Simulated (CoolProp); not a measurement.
Vapour-liquid equilibrium of R114 (1) + n-heptane (2) at 335.9 K; x and y are mole fractions of (1).

Model: multi-fluid Helmholtz-energy mixture model, Platzer 1990 and Span 2003; pair parameters Bell 2016, in CoolProp. This equation is an older, rougher fit; its heat capacities, sound speeds and derivatives of the liquid may be far off and weren't checked against measurements.

```csv
x,bubble pressure (kPa),y at the bubble point,dew pressure at overall composition x (kPa),liquid density (mol/L)
0.05,73.42,0.588,32.72,6.519
0.15,153.3,0.815,36.51,6.646
0.25,225.0,0.882,41.26,6.776
0.35,287.8,0.915,47.43,6.907
0.45,342.9,0.935,55.74,7.039
0.55,392.3,0.949,67.56,7.172
0.65,438.7,0.960,85.71,7.305
0.75,484.9,0.971,117.1,7.439
0.85,534.1,0.981,183.9,7.573
0.95,589.6,0.993,396.3,7.707
```

No azeotrope shows between x = 0.05 and 0.95.

Pair parameters are fitted to limited data, so mixtures are less certain than the pure fluids.
